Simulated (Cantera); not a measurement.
Charge: 1 mol SiH₂Cl₂, 0.033 mol HCl, 21 mol H₂.

Equilibrium computed with Cantera from the NASA thermochemical tables; the gas is ideal and each condensed phase is pure. Candidate condensed phases: Si; 19 gas species. The tables' values for SiCl₃ are old estimates. Equilibrium is a limit: real reactors are often held back by kinetics, nucleation or transport.

What condenses at these points (T in °C, P in Pa): (2050, 13000); (2000, 13000); (2250, 25000); (2100, 13000); (2250, 200)?


```
T (°C)  P in Pa  condensed phases  Si condensed (%)
------  -------  ----------------  ----------------
2050      13000                Si              50.6
2000      13000                Si              59.6
2250      25000                Si               8.1
2100      13000                Si              37.1
2250        200          gas only               0.0
```
